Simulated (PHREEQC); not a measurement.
A column of 0.1 m (40 cells, dispersivity 0.0035 m, 300 s a shift, diffusion coefficient 3e-10 m²/s) holds 0.14 eq of the database's cation exchanger X per kg of pore water, first in equilibrium with 57 mmol/kgw MgCl2, 34 mmol/kgw MnCl2 and 0.01 mmol/kgw HCl. It is flushed with 0.028 mol/kgw BaCl2, 0.001 mol/kgw KBr and 1e-05 mol/kgw HCl, at 40 °C. Values are for the last cell. The system is closed to CO2. Precipitation was switched off in this run.

The series has 33 steps of pore volumes, from 0 to 8.012.

Equilibrium calculation in PHREEQC: ion-association model, phreeqc.dat.

Problem. After how many pore volumes does Ba at the outlet first reach half of its feed value?

Solution. By 3.5 pore volumes.

Problem. After how many pore volumes does K at the outlet first reach half of its feed value?

Solution. By 2.5 pore volumes; it later peaks at 0.00111 mol/kgw, above the feed's 0.00100.

Problem. After how many pore volumes does Br at the outlet first reach half of its feed value?

Solution. By 1.0 pore volumes.

At this temperature some constants are extrapolated from 25 °C, and those without enthalpy data are left unchanged.
